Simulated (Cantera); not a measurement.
**Stirred combustor or abatement burner**

A perfectly stirred reactor is fed with 1.84 % C3H8, 27.6 % O2, 70.6 % N2, equivalence ratio 0.33, at 81000 Pa; it is adiabatic with a 698 K inlet, and is followed from long to short residence time, starting on the burning branch (τ in s: 0.032, 0.014, 0.0061, 0.0027, 0.0012, 0.00051, 0.00022, 9.6e-05, 4.2e-05, 1.8e-05, 8e-06, 3.5e-06).

Computed with Cantera and GRI-Mech 3.0 (53 species, 325 reactions). GRI-Mech 3.0 was tuned for natural gas; its chemistry of propane as a main component is partial and can be far from experiment.

| τ (s) | T (K) | x C3H8 | x O2 | x H2 | x HCO | x OH | x CH3 |
|---|---|---|---|---|---|---|---|
| 0.032 | 1710 | 2.28e-6 | 0.180 | 9.08e-5 | 3.57e-8 | 0.00147 | 1.74e-6 |
| 0.014 | 1702 | 3.87e-6 | 0.180 | 0.000150 | 8.59e-8 | 0.00185 | 2.77e-6 |
| 0.0061 | 1689 | 6.57e-6 | 0.180 | 0.000246 | 2.07e-7 | 0.00228 | 4.41e-6 |
| 0.0027 | 1669 | 1.12e-5 | 0.180 | 0.000388 | 4.86e-7 | 0.00271 | 7.10e-6 |
| 0.0012 | 1639 | 2.03e-5 | 0.181 | 0.000594 | 1.12e-6 | 0.00307 | 1.20e-5 |
| 0.00051 | 1589 | 4.32e-5 | 0.183 | 0.000914 | 2.68e-6 | 0.00320 | 2.33e-5 |
| 0.00022 | 1503 | 0.000129 | 0.189 | 0.00156 | 6.15e-6 | 0.00276 | 6.15e-5 |
| 9.6e-5 | 698 | 0.0184 | 0.276 | <1e-12 | <1e-12 | <1e-12 | <1e-12 |
| 4.2e-5 | 698 | 0.0184 | 0.276 | <1e-12 | <1e-12 | <1e-12 | <1e-12 |
| 1.8e-5 | 698 | 0.0184 | 0.276 | <1e-12 | <1e-12 | <1e-12 | <1e-12 |
| 8.0e-6 | 698 | 0.0184 | 0.276 | <1e-12 | <1e-12 | <1e-12 | <1e-12 |
| 3.5e-6 | 698 | 0.0184 | 0.276 | <1e-12 | <1e-12 | <1e-12 | <1e-12 |
x: mole fraction; the columns are a selection and need not sum to one.
